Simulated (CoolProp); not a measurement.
A single-stage vapour-compression cycle with R143a: evaporating at 240.15 K (dew point), condensing at 304.15 K (bubble point), superheat 0 K, subcooling 8 K, compressor efficiency 0.7, no pressure losses. Each further row changes one setting.

Values from CoolProp's reference Helmholtz-energy equation of state, Lemmon and Jacobsen 2000.

```
case                              cooling COP  pressure ratio  discharge temperature (K)  refrigerating effect (kJ/kg)  volumetric capacity (kJ/m³)
--------------------------------  -----------  --------------  -------------------------  ----------------------------  ---------------------------
as stated                                1.95            7.73                      332.8                           133                         1150
evaporating temperature 245.15 K          [?]            6.32                      329.6                           136                          [?]
condensing temperature 299.15 K           [?]            6.81                      326.5                           141                         1220
subcooling 13 K                          2.06            7.73                      332.8                           141                         1220
superheat 10 K                            [?]            7.73                      343.6                           [?]                          [?]
compressor efficiency 0.6                1.67            7.73                        [?]                           133                         1150
```

Problem. What belongs in the gaps?

Solution. 
- evaporating temperature 245.15 K, cooling COP: 2.22
- evaporating temperature 245.15 K, volumetric capacity (kJ/m³): 1430
- condensing temperature 299.15 K, cooling COP: 2.20
- superheat 10 K, cooling COP: 1.96
- superheat 10 K, refrigerating effect (kJ/kg): 142
- superheat 10 K, volumetric capacity (kJ/m³): 1170
- compressor efficiency 0.6, discharge temperature (K): 342.2
